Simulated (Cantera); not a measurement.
Feed: 1 mol Fe₃O₄, a varied amount of CO, 1.4 mol CH₄, equilibrated at 1173 K and 13.3 mbar.

Equilibrium computed with Cantera from the NASA thermochemical tables; the gas is ideal and each condensed phase is pure. Candidate condensed phases: C, C₆H₆, C₇H₈, C₈H₁₈, Fe, Fe(CO)₅, FeO, Fe(OH)₂, Fe(OH)₃, Fe₂O₃, Fe₃O₄, H₂O; 114 gas species. Mutual solubility and eutectic melting of coexisting phases are not modelled. The tables' stoichiometric FeO is somewhat more stable than real wüstite, so its field is too wide. FeO: taken at fixed stoichiometry. Rates play no part.

Problem. Which condensed phases are stable at each of these points (n(CO) (mol)): 0.72, 2.4, 4, 5.7, 7.4, 9, 11, 12, 14?

Solution. 
```tsv
n(CO) (mol)	condensed phases	Fe condensed (%)
0.72	Fe(α) + FeO(s)	100.0
2.4	Fe(α) + FeO(s)	100.0
4	Fe(α) + FeO(s)	100.0
5.7	Fe(α) + FeO(s)	100.0
7.4	Fe(α) + FeO(s)	100.0
9	Fe(α) + FeO(s)	100.0
11	Fe(α)	100.0
12	Fe(α)	100.0
14	Fe(α)	100.0
```

From 0.72 mol CO to 9 mol CO the condensed part is Fe(α) + FeO(s). From 11 mol CO to 14 mol CO the condensed part is Fe(α).
